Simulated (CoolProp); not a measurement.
Vapour-liquid equilibrium of R152A (1) + R227EA (2) at 32.35 °C; x and y are mole fractions of (1).

Computed with CoolProp (multi-fluid Helmholtz-energy mixture model, Outcalt 1996 and Lemmon 2016; pair parameters Bell 2016).

| x | bubble pressure (MPa) | y at the bubble point | dew pressure at overall composition x (MPa) | liquid density (mol/L) |
|---|---|---|---|---|
| 0.05 | 0.5703 | 0.057 | 0.5698 | 8.157 |
| 0.125 | 0.5793 | 0.145 | 0.5770 | 8.440 |
| 0.2 | 0.5908 | 0.235 | 0.5861 | [?] |
| 0.275 | 0.6043 | 0.323 | 0.5967 | [?] |
| 0.35 | 0.6193 | 0.408 | 0.6088 | 9.372 |
| 0.425 | 0.6350 | 0.489 | 0.6224 | [?] |
| 0.5 | 0.6509 | 0.566 | 0.6371 | 10.08 |
| 0.575 | 0.6666 | 0.638 | 0.6529 | 10.48 |
| 0.65 | 0.6817 | 0.705 | 0.6694 | 10.89 |
| 0.725 | [?] | 0.770 | 0.6861 | 11.34 |
| 0.8 | 0.7091 | 0.832 | 0.7024 | [?] |
| 0.875 | 0.7210 | 0.894 | [?] | 12.35 |
| 0.95 | 0.7314 | 0.957 | 0.7303 | 12.92 |

Task: Complete the blanks.

Result: 
- 0.2, liquid density (mol/L): 8.735
- 0.275, liquid density (mol/L): 9.046
- 0.425, liquid density (mol/L): 9.718
- 0.725, bubble pressure (MPa): 0.6960
- 0.8, liquid density (mol/L): 11.83
- 0.875, dew pressure at overall composition x (MPa): 0.7175

No azeotrope shows between x = 0.05 and 0.95.

The pair parameters rest on a limited set of measurements; away from them the model extrapolates. The gap from Raoult's law changes sign with composition, which may be real or a fault of the pair parameters; it wasn't checked against measurements.
